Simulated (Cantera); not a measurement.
Ignition delay

Mixture: 12.7 % CH4, 0.254 % H2, 18.3 % O2, 68.7 % N2, at 1.00 bar, adiabatic and at constant pressure. Ignition delay is the time to a rise of 400 K.

Cantera simulation using GRI-Mech 3.0 (53 species, 325 reactions); the numbers are that mechanism's predictions, not measurements.

| T0 (K) | delay (ms) |
|---|---|
| 1300 | 11.9 |
| 1375 | 4.77 |
| 1450 | 2.05 |
| 1525 | 0.950 |
| 1600 | 0.478 |
| 1675 | 0.261 |
| 1750 | 0.153 |

The apparent activation energy between 1600 and 1750 K is 180 kJ/mol.
